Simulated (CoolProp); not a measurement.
Oxygen at 256.04 K and 1.73 MPa flows at 22 m/s in a round tube of 50 mm bore and 0.25 µm roughness, fully developed (64/Re and Nu = 3.66 if laminar; Colebrook and Gnielinski if turbulent). Each further row changes one setting.

Values from CoolProp's reference Helmholtz-energy equation of state, Schmidt 1985.

| case | Reynolds number | Darcy friction factor | pressure drop (Pa/m) | heat-transfer coefficient (W/(m² K)) | mass flow (kg/h) |
|---|---|---|---|---|---|
| as stated | 1580000 | 0.0109 | 1410 | 833 | 4130 |
| velocity 44 m/s | 3150000 | 0.00989 | 5080 | 1500 | 8260 |
| diameter 100 mm | 3150000 | 0.00977 | 628 | 740 | 16500 |

Viscosity comes from a separate model (Lemmon 2004). Thermal conductivity comes from a separate model (Lemmon 2004).
